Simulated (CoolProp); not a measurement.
Vapour-liquid equilibrium of R125 (1) + R134a (2) at 0.388 MPa; x and y are mole fractions of (1).

The numbers come from the multi-fluid Helmholtz-energy mixture model, Lemmon 2005 and Tillner-Roth 1994; pair parameters Lemmon 2004 in CoolProp.

| x | bubble temperature (K) | y at the bubble point | dew temperature at overall composition x (K) | liquid density (mol/L) |
|---|---|---|---|---|
| 0.05 | 279.4 | 0.100 | 280.3 | 12.40 |
| 0.15 | 276.0 | 0.273 | 278.4 | (withheld) |
| 0.25 | 273.0 | 0.416 | 276.5 | (withheld) |
| 0.35 | 270.3 | 0.535 | 274.4 | 12.19 |
| 0.45 | 267.8 | 0.636 | (withheld) | (withheld) |
| 0.55 | 265.5 | 0.723 | 269.9 | 12.02 |
| 0.65 | 263.4 | 0.798 | 267.4 | 11.93 |
| 0.75 | 261.4 | 0.864 | 264.7 | 11.83 |
| 0.85 | 259.5 | 0.923 | 261.8 | 11.74 |
| 0.95 | 257.8 | 0.976 | 258.7 | 11.64 |

Problem. Some entries are withheld; supply them.

Solution. 
- 0.15, liquid density (mol/L): 12.34
- 0.25, liquid density (mol/L): 12.27
- 0.45, dew temperature at overall composition x (K): 272.2
- 0.45, liquid density (mol/L): 12.10

No azeotrope shows between x = 0.05 and 0.95.

The pair parameters rest on a limited set of measurements; away from them the model extrapolates.
